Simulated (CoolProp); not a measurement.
R236EA at 293.15 K and 0.0398 MPa is throttled through a valve to 0.0159 MPa with no heat exchange. Each further row changes one setting.

Values from CoolProp's reference Helmholtz-energy equation of state, Rui 2013.

| case | temperature change (K) | final density (kg/m³) |
|---|---|---|
| as stated | -0.6 | 0.999 |
| outlet pressure 0.00477 MPa | … | … |
| outlet pressure 0.0207 MPa | -0.5 | … |

Task: Fill in the missing entries.

Result: 
- outlet pressure 0.00477 MPa, temperature change (K): -0.9
- outlet pressure 0.00477 MPa, final density (kg/m³): 0.299
- outlet pressure 0.0207 MPa, final density (kg/m³): 1.30
